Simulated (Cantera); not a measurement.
An isothermal, constant-pressure homogeneous reactor starts with NH3 : H2 = 1 : 2 (molar parts), at 1200 K and 1.01 bar. Integrator tolerance rtol = 1e-08.

Detailed kinetics in Cantera: the gas-phase N/H chemistry of the illustrative SiF4/NH3 mechanism in the Surface Chemkin manual (1991). Walls and surfaces, which speed up NH3 decomposition in real reactors, are not modelled.

### Question
What does this change do: temperature 1200 to 2298 K?

### Answer
```
quantity                                            before                                    after
----------------  ----------------------------------------  ---------------------------------------
x(NH3) at 100 s      0.333 (gas-phase equilibrium 5.49e-5)  3.78e-6 (gas-phase equilibrium 3.78e-6)
x(H2) at 100 s         0.667 (gas-phase equilibrium 0.875)      0.867 (gas-phase equilibrium 0.867)
x(H) at 100 s      1.61e-7 (gas-phase equilibrium 1.85e-7)  0.00892 (gas-phase equilibrium 0.00892)
x(NH) at 100 s     8.38e-12 (gas-phase equilibrium <1e-12)  2.79e-8 (gas-phase equilibrium 2.79e-8)
x(N2H4) at 100 s   4.97e-10 (gas-phase equilibrium <1e-12)    <1e-12 (gas-phase equilibrium <1e-12)
x(NH2) at 100 s   1.28e-7 (gas-phase equilibrium 1.84e-11)  1.23e-7 (gas-phase equilibrium 1.23e-7)
```

### Question
What does this change do: temperature 1200 to 2025 K?

### Answer
| quantity | before | after |
|---|---|---|
| x(NH3) at 100 s | 0.333 (gas-phase equilibrium 5.49e-5) | 6.76e-6 (gas-phase equilibrium 5.62e-6) |
| x(H2) at 100 s | 0.667 (gas-phase equilibrium 0.875) | 0.873 (gas-phase equilibrium 0.873) |
| x(H) at 100 s | 1.61e-7 (gas-phase equilibrium 1.85e-7) | 0.00180 (gas-phase equilibrium 0.00180) |
| x(NH) at 100 s | 8.38e-12 (gas-phase equilibrium <1e-12) | 2.71e-9 (gas-phase equilibrium 2.25e-9) |
| x(N2H4) at 100 s | 4.97e-10 (gas-phase equilibrium <1e-12) | <1e-12 (gas-phase equilibrium <1e-12) |
| x(NH2) at 100 s | 1.28e-7 (gas-phase equilibrium 1.84e-11) | 4.09e-8 (gas-phase equilibrium 3.40e-8) |
